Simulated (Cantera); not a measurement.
Input: 1 mol Si₂H₆, 0.15 mol CO₂, 1.5 mol H₂, 0.99 mol H₂O, 0.0078 mol O₂, held at 1.33 mbar.

Cantera equilibrium calculation (NASA polynomials, part measured and part estimated; ideal gas, pure solids and liquids). Candidate condensed phases: C, C₆H₆, C₇H₈, C₈H₁₈, H₂O, Si, SiC, SiO₂; 123 gas species. The feed counts by its element totals alone. Mutual solubility and eutectic melting of coexisting phases are not modelled. Gases not in the tables: Si₂H₆ and higher silanes. Rates play no part.

At 1773 K, list the 6 most abundant gas species with their mole fractions, and the condensed phases.

H₂ 0.800, SiO 0.176, CO 0.0154, H 0.00697, Si 0.00160, SiH 6.44e-5. Condensed: Si(l) + SiC(s).
